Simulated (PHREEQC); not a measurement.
Hard or scaling water: speciation

Consider water at 25 °C with 0.017 mol/kgw MgCl2, 0.0016 mol/kgw Na2SO4 and 0.00044 mol/kgw H4SiO4. Closed to the air; pH follows from the charge balance.

The numbers come from PHREEQC with the ion-association model, wateq4f.dat.

Precipitation was switched off in this run.

**Question.** Predict the pH.

**Answer.** pH 6.49.

**Question.** In which forms is Mg present?

**Answer.** Mg+2 96 %, MgSO4 4.2 % of the Mg.

The solution is supersaturated, for example in Quartz (slow to form), Chalcedony (slow to form), so a real one may precipitate; this is no full list. Species that the database lacks are ignored.
